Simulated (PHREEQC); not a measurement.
A solution holds 0.0011 mol CuSO4, 9.2e-05 mol HCl and 0.00068 mol FeCl3 per kg of water, at 25 °C. Closed to the air; pH follows from the charge balance.

Computed with PHREEQC (ion-association model, wateq4f.dat).

Each row changes one thing in this solution. Precipitation was switched off in this run.

```csv
case,pH,ionic strength (mol/kgw)
as made,3.21,0.00611
diluted 10-fold with water,3.92,0.000663
FeCl3 from 0.00068 to 0.0034 mol/kgw,2.72,0.0170
HCl left out,3.25,0.00604
temperature from 25 to 15 °C,3.27,0.00613
CuSO4 left out,3.09,0.00283
FeCl3 left out,4.09,0.00402
FeCl3 from 0.00068 to 0.000612 mol/kgw,3.24,0.00590
```

Complexes and solids missing from the database can't appear. Some of these states are supersaturated (in Fe(OH)3(a), Hematite (slow to form), Goethite (slow to form), for instance).
